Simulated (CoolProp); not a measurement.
Values from CoolProp's reference Helmholtz-energy equation of state, Thol 2019.

**Question.** Give the vapour pressure (MPa), liquid density (kg/m³), vapour density (kg/m³), enthalpy of vaporisation (kJ/kg) of saturated n-hexane at 354.9 K.

**Answer.** 
| T (K) | p (MPa) | liquid density (kg/m³) | vapour density (kg/m³) | enthalpy of vaporisation (kJ/kg) |
|---|---|---|---|---|
| 354.9 | 0.150 | 600 | 4.68 | 325 |
